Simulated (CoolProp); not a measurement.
Vapour-liquid equilibrium of ethanol (1) + p-xylene (2) at 396.3 K; x and y are mole fractions of (1).

The numbers come from the multi-fluid Helmholtz-energy mixture model, Schroeder 2014 and Zhou 2012; pair parameters Bell 2016 in CoolProp.

```tsv
x	bubble pressure, mixture model (bar)	bubble pressure, Raoult's law (bar)	y, mixture model	y, Raoult's law
0.05	1.547	0.8648	0.576	0.272
0.15	2.579	1.268	0.754	0.556
0.25	3.073	1.672	0.801	0.702
0.35	3.332	2.075	0.822	0.792
0.45	3.506	2.478	0.837	0.853
0.55	3.667	2.882	0.852	0.896
0.65	3.848	3.285	0.872	0.929
0.75	(withheld)	3.688	0.899	0.955
0.85	4.300	4.092	0.934	0.976
0.95	(withheld)	4.495	(withheld)	0.993
```

Q: Some entries are withheld; supply them.

A: 
- 0.75, bubble pressure, mixture model (bar): 4.059
- 0.95, bubble pressure, mixture model (bar): 4.561
- 0.95, y, mixture model: 0.977

The largest gap from Raoult's law is +103.4 % in bubble pressure, at x = 0.15. No azeotrope shows between x = 0.05 and 0.95.

Pair parameters are fitted to limited data, so mixtures are less certain than the pure fluids. With so large a gap from Raoult's law the liquid may split in two, which this calculation doesn't test in full.
